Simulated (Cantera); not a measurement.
What does this Cantera script print?

```python
import numpy as np
import cantera as ct

gas_names = [...]  # 109 gases of nasa_gas.yaml made of C, Cl, H, Si
cond_names = """
    C(gr) C6H6(L) C7H8(L) C8H18(L),n-octa Si(cr) Si(L) SiC(b)
""".split()


# ... load() reads the species with a 1 bar reference pressure and builds the phases ...
atoms = {
    'SiCl4': {'Si': 1, 'CL': 4},
    'CH4': {'C': 1, 'H': 4},
    'H2': {'H': 2},
}
top_T = {'C(gr)': 4500, 'SiC(b)': 3050}  # K; cautious upper limits of use, not melting points


# ... equilibrate(T, P, feed) seeds the gas with the atoms and calls Mixture.equilibrate('TP', solver="vcs", rtol=1e-11, max_steps=5000) ...
results = []
feed = {'SiCl4': 1, 'CH4': 0.15, 'H2': 6.8}  # mol
P = 15000  # Pa
for T in [2148, 2198, 2248, 2298, 2348, 2398, 2448, 2498]:
    mix = equilibrate(T, P, feed)
    results.append((T, P, feed, dict(zip(mix.species_names, mix.species_moles))))
    x = sorted(zip(gas.X, gas.species_names), reverse=True)
    print(f"T = {T:g} K  P = {P:g} Pa  gas = {mix.phase_moles(0):.4g} mol")
    print("   x: " + "  ".join(f"{s} {v:.3e}" for v, s in x if v > 0.001))
    print("   condensed (mol): " + ("  ".join(f"{mix.phase(i).name} {mix.phase_moles(i):.4g}"
          for i in range(1, mix.n_phases) if mix.phase_moles(i) > 1e-12) or "none"))
```

It prints:

```
T = 2148 K  P = 15000 Pa  gas = 9.156 mol
   x: H2 6.460e-01  HCL 2.499e-01  SiCL2 8.925e-02  H 8.649e-03  CL 2.449e-03  SiCL3 1.523e-03  SiCL 1.226e-03
   condensed (mol): SiC(b) 0.1487
T = 2198 K  P = 15000 Pa  gas = 9.181 mol
   x: H2 6.422e-01  HCL 2.501e-01  SiCL2 8.825e-02  H 1.152e-02  CL 3.266e-03  SiCL 1.702e-03  SiCL3 1.304e-03  Si 1.129e-03
   condensed (mol): SiC(b) 0.1477
T = 2248 K  P = 15000 Pa  gas = 9.214 mol
   x: H2 6.373e-01  HCL 2.506e-01  SiCL2 8.672e-02  H 1.514e-02  CL 4.310e-03  SiCL 2.310e-03  Si 1.854e-03  SiCL3 1.119e-03
   condensed (mol): SiC(b) 0.1459
T = 2298 K  P = 15000 Pa  gas = 9.258 mol
   x: H2 6.309e-01  HCL 2.512e-01  SiCL2 8.457e-02  H 1.964e-02  CL 5.634e-03  SiCL 3.059e-03  Si 2.938e-03
   condensed (mol): SiC(b) 0.1427
T = 2348 K  P = 15000 Pa  gas = 9.315 mol
   x: H2 6.227e-01  HCL 2.522e-01  SiCL2 8.171e-02  H 2.516e-02  CL 7.303e-03  Si 4.492e-03  SiCL 3.950e-03
   condensed (mol): SiC(b) 0.1369
T = 2398 K  P = 15000 Pa  gas = 9.388 mol
   x: H2 6.125e-01  HCL 2.533e-01  SiCL2 7.810e-02  H 3.184e-02  CL 9.393e-03  Si 6.631e-03  SiCL 4.972e-03
   condensed (mol): SiC(b) 0.1264
T = 2448 K  P = 15000 Pa  gas = 9.482 mol
   x: H2 5.999e-01  HCL 2.542e-01  SiCL2 7.384e-02  H 3.981e-02  CL 1.198e-02  Si 9.477e-03  SiCL 6.109e-03  Si2C 1.182e-03  C2H2,acetylene 1.168e-03
   condensed (mol): SiC(b) 0.1073
T = 2498 K  P = 15000 Pa  gas = 9.603 mol
   x: H2 5.848e-01  HCL 2.543e-01  SiCL2 6.908e-02  H 4.921e-02  CL 1.513e-02  Si 1.320e-02  SiCL 7.353e-03  C2H2,acetylene 1.991e-03  Si2C 1.878e-03  SiC2 1.080e-03  SiH 1.036e-03
   condensed (mol): SiC(b) 0.07224
```

Equilibrium computed with Cantera from the NASA thermochemical tables; the gas is ideal and each condensed phase is pure. The tables' values for SiCl, SiCl3 are old estimates; treat these amounts as uncertain. Gases not in the tables: Si2H6 and higher silanes.
